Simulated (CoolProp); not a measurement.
Properties of carbon monoxide along the isobar 0.101 MPa (Tc = 132.9 K, pc = 3.498 MPa, ω = 0.050).

Model: reference Helmholtz-energy equation of state, Lemmon 2006, in CoolProp. It is a short technical equation, of lower accuracy than the large ones.

```
T (K)  phase       Z  cp (kJ/(kg K))  speed of sound (m/s)  expansivity (1/kK)
-----  -----  ------  --------------  --------------------  ------------------
84.6     gas  0.9633           1.115                 183.4               13.23
99.2     gas  0.9772           1.078                 200.4               10.77
113.7    gas  0.9847           1.063                 215.5               9.192
128.2    gas  0.9892           1.055                 229.5               8.050
142.7    gas  0.9922           1.051                 242.6               7.174
157.2    gas  0.9942           1.048                 254.9               6.477
171.7    gas  0.9956           1.046                 266.6               5.907
186.3    gas  0.9966           1.045                 277.9               5.429
200.8    gas  0.9974           1.044                 288.6               5.027
215.3    gas  0.9980           1.043                 299.0               4.681
229.8    gas  0.9985           1.043                 308.9               4.380
```
